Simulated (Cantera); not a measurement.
An isothermal, constant-pressure homogeneous reactor starts with N2O = 1 (molar parts), at 1600 K and 0.0132 atm. Integrator tolerance rtol = 1e-08.

Model: GRI-Mech 3.0 (53 species, 325 reactions), integrated in Cantera. GRI-Mech 3.0 was tuned for natural gas; its chemistry of N2O as a main component is partial and can be far from experiment. Radical loss at walls, strong at low pressure, is not modelled. The temperature is held fixed by assumption; the heat of reaction is taken as removed at once.

### Question
What does this change do: temperature 1600 to 1025 K?

### Answer
```tsv
quantity	before	after
x(N2O) at 20.0 s	1.00e-5 (gas-phase equilibrium 1.42e-8)	0.995 (gas-phase equilibrium 4.06e-10)
x(NO2) at 20.0 s	9.52e-5 (gas-phase equilibrium 1.31e-6)	1.22e-8 (gas-phase equilibrium 3.14e-7)
x(NO) at 20.0 s	0.197 (gas-phase equilibrium 0.00225)	0.000154 (gas-phase equilibrium 4.77e-5)
x(O) at 20.0 s	6.23e-5 (gas-phase equilibrium 7.28e-5)	7.34e-8 (gas-phase equilibrium 1.66e-9)
x(N2) at 20.0 s	0.568 (gas-phase equilibrium 0.666)	0.00325 (gas-phase equilibrium 0.667)
```
The mechanism lacks the step 2 NO + O2 → 2 NO2, which can matter for NO2 below about 1400 K.
